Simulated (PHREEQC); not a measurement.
Nickel, zinc or cadmium bath: an equilibrium model

Consider water at 63 °C with 140 mmol/kgw ZnSO4, 0.22 mmol/kgw KCl and 0.5 mmol/kgw MnSO4. Closed to the air; pH follows from the charge balance.

Model: ion-association model, phreeqc.dat, run in PHREEQC.

```yaml
pH: 5.11
ionic_strength: 0.268 mol/kgw
density: 1.004 g/cm³
```

```
species     molality  activity   log γ
----------  --------  --------  ------
Zn+2          0.0667    0.0164  -0.610
ZnSO4         0.0563    0.0599   0.027
SO4-2         0.0501    0.0120  -0.620
Zn(SO4)2-2    0.0169   0.00451  -0.573
MnSO4       0.000257  0.000273   0.027
Mn+2        0.000243   6.73e-5  -0.558
K+          0.000192  0.000129  -0.173
Cl-         0.000184  0.000124  -0.170
ZnOH+        4.18e-5   3.00e-5  -0.143
```

This is a speciation only: nothing precipitates in the calculation. Constants without temperature data keep their 25 °C values here.
